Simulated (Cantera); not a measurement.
**Thermodynamics of carbothermic reduction, feed Fe₃O₄ + C + H₂**

Feed: 1 mol Fe₃O₄, 6.1 mol C, 5 mol H₂, held at 9300 Pa.

Cantera equilibrium calculation (NASA polynomials, part measured and part estimated; ideal gas, pure solids and liquids). Candidate condensed phases: C, C₆H₆, C₇H₈, C₈H₁₈, Fe, Fe(CO)₅, FeO, Fe(OH)₂, Fe(OH)₃, Fe₂O₃, Fe₃O₄, H₂O; 114 gas species. Iron dissolves carbon and melts from about 1420 K in contact with it, which pure phases cannot show. Condensed phases not in the tables: cementite and carbon dissolved in iron. Kinetics and transport are ignored.

```json
[
 {"T (°C)": "900", "x H₂": "0.555", "x CO": "0.443", "x Fe": "2.11e-10", "x H": "2.88e-7", "x H₂O": "0.000812", "n C(graphite)": "2.11", "n Fe(α)": "3.00", "n Fe(γ)": "0", "n Fe(δ)": "0", "n Fe(l)": "0"},
 {"T (°C)": "1050", "x H₂": "0.555", "x CO": "0.444", "x Fe": "2.23e-8", "x H": "3.87e-6", "x H₂O": "0.000168", "n C(graphite)": "2.10", "n Fe(α)": "0", "n Fe(γ)": "3.00", "n Fe(δ)": "0", "n Fe(l)": "0"},
 {"T (°C)": "1200", "x H₂": "0.555", "x CO": "0.444", "x Fe": "8.99e-7", "x H": "3.09e-5", "x H₂O": "4.81e-5", "n C(graphite)": "2.10", "n Fe(α)": "0", "n Fe(γ)": "3.00", "n Fe(δ)": "0", "n Fe(l)": "0"},
 {"T (°C)": "1350", "x H₂": "0.555", "x CO": "0.444", "x Fe": "1.80e-5", "x H": "0.000169", "x H₂O": "1.74e-5", "n C(graphite)": "2.10", "n Fe(α)": "0", "n Fe(γ)": "3.00", "n Fe(δ)": "0", "n Fe(l)": "0"},
 {"T (°C)": "1500", "x H₂": "0.555", "x CO": "0.444", "x Fe": "0.000213", "x H": "0.000695", "x H₂O": "7.49e-6", "n C(graphite)": "2.10", "n Fe(α)": "0", "n Fe(γ)": "0", "n Fe(δ)": "3.00", "n Fe(l)": "0"},
 {"T (°C)": "1650", "x H₂": "0.553", "x CO": "0.443", "x Fe": "0.00159", "x H": "0.00230", "x H₂O": "3.67e-6", "n C(graphite)": "2.10", "n Fe(α)": "0", "n Fe(γ)": "0", "n Fe(δ)": "0", "n Fe(l)": "2.99"},
 {"T (°C)": "1800", "x H₂": "0.545", "x CO": "0.439", "x Fe": "0.00863", "x H": "0.00637", "x H₂O": "1.97e-6", "n C(graphite)": "2.09", "n Fe(α)": "0", "n Fe(γ)": "0", "n Fe(δ)": "0", "n Fe(l)": "2.92"}
]
```
x: gas mole fraction; n: condensed amount in mol.

At 900 °C the condensed part is C(graphite) + Fe(α). From 1050 °C to 1350 °C the condensed part is C(graphite) + Fe(γ). At 1500 °C the condensed part is C(graphite) + Fe(δ). From 1650 °C to 1800 °C the condensed part is C(graphite) + Fe(l).
